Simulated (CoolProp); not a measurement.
Toluene along the isotherm 346.85 °C: fugacity coefficient from the reference equation and from simpler models built on Tc = 318.6 °C, pc = 4.126 MPa, ω = 0.266; each cubic takes its own stable root.

Model: reference Helmholtz-energy equation of state, Lemmon 2006, in CoolProp. It is a short technical equation, of lower accuracy than the large ones.

```csv
p (MPa),phase,reference,van der Waals,Redlich-Kwong,Soave-Redlich-Kwong,Peng-Robinson
0.0196,gas,0.9985,0.9987,0.9986,0.9986,0.9984
0.0371,gas,0.9972,0.9976,0.9973,0.9974,0.9971
0.0703,gas,0.9946,0.9955,0.9949,0.9951,0.9944
0.133,gas,0.9899,0.9915,0.9904,0.9907,0.9895
0.253,gas,0.9808,0.9838,0.9818,0.9823,0.9800
0.479,gas,…,0.9693,…,0.9665,0.9624
0.908,gas,0.9318,0.9420,0.9354,0.9369,0.9295
1.72,gas,0.8726,0.8904,0.8789,0.8819,0.8689
3.26,gas,0.7638,0.7922,0.7742,…,…
6.19,supercritical,0.5608,0.5869,0.5722,0.5871,0.5613
```

Task: Some entries are withheld; supply them.

Result: 
- 0.479, reference: 0.9637
- 0.479, Redlich-Kwong: 0.9657
- 3.26, Soave-Redlich-Kwong: 0.7800
- 3.26, Peng-Robinson: 0.7590
